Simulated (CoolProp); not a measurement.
Fluoroethane (R161) along the isobar 5 MPa: density (kg/m³) from the reference equation and from simpler models built on Tc = 375.2 K, pc = 5.010 MPa, ω = 0.216; each cubic takes its own stable root.

Computed with CoolProp (reference Helmholtz-energy equation of state, Wu 2012).

```json
[
 {"T (K)": "369.9", "phase": "liquid", "reference": "485.9"},
 {"T (K)": "378.8", "phase": "gas", "reference": "165.0"},
 {"T (K)": "387.7", "phase": "gas", "reference": "131.7"},
 {"T (K)": "396.6", "phase": "gas", "reference": "116.4"},
 {"T (K)": "405.5", "phase": "gas", "reference": "106.4"},
 {"T (K)": "414.4", "phase": "gas", "reference": "99.02"},
 {"T (K)": "423.3", "phase": "gas", "reference": "93.19"},
 {"T (K)": "432.2", "phase": "gas", "reference": "88.39"},
 {"T (K)": "441.1", "phase": "gas", "reference": "84.31"},
 {"T (K)": "450", "phase": "gas", "reference": "80.78"}
]
```

Task: How far does each simpler model (van der Waals, Redlich-Kwong, Soave-Redlich-Kwong, Peng-Robinson) lie from the reference over these 10 states: mean and median of the absolute difference, and the worst?

Result: 
- van der Waals: mean 6.4 %, median 1.9 %, worst -41.9 % at 369.9 K and 5 MPa
- Redlich-Kwong: mean 4.0 %, median 1.2 %, worst -28.5 % at 369.9 K and 5 MPa
- Soave-Redlich-Kwong: mean 5.0 %, median 2.1 %, worst -26.8 % at 369.9 K and 5 MPa
- Peng-Robinson: mean 3.2 %, median 1.8 %, worst -18.7 % at 369.9 K and 5 MPa
